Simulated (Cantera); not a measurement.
An isothermal, constant-pressure homogeneous reactor starts with NH3 : N2 = 1 : 20 (molar parts), at 2250 K and 0.750 bar.

Model: the gas-phase N/H chemistry of the illustrative SiF4/NH3 mechanism in the Surface Chemkin manual (1991), integrated in Cantera. Walls and surfaces, which speed up NH3 decomposition in real reactors, are not modelled.

x: mole fraction; the columns are a selection and need not sum to one.

| t (s) | x NH3 | x NH2 | x N | x H | x NH |
|---|---|---|---|---|---|
| 6.00e-5 | 0.0471 | 0.000462 | 7.27e-8 | 5.21e-6 | … |
| 0.000270 | 0.0452 | 0.000811 | 6.28e-7 | 2.29e-5 | … |
| 0.00121 | 0.0375 | 0.000535 | 2.51e-6 | 6.93e-5 | … |
| 0.00545 | 0.0167 | 0.000247 | 4.43e-6 | 0.000212 | … |
| 0.0245 | 0.000489 | 1.92e-5 | 3.60e-6 | 0.000845 | … |
| 0.110 | 1.39e-6 | 1.45e-7 | 1.95e-7 | 0.00223 | … |
| 0.495 | 2.37e-7 | 2.48e-8 | 3.37e-8 | 0.00223 | … |
| 2.22 | 1.75e-7 | 1.82e-8 | 2.48e-8 | 0.00223 | 1.42e-8 |
| 10.0 | 1.75e-7 | 1.82e-8 | 2.48e-8 | 0.00223 | 1.42e-8 |

**Question.** Complete the blanks.

**Answer.** 
- 6.00e-5, x NH: 5.67e-6
- 0.000270, x NH: 1.78e-5
- 0.00121, x NH: 2.38e-5
- 0.00545, x NH: 2.14e-5
- 0.0245, x NH: 5.52e-6
- 0.110, x NH: 1.12e-7
- 0.495, x NH: 1.93e-8
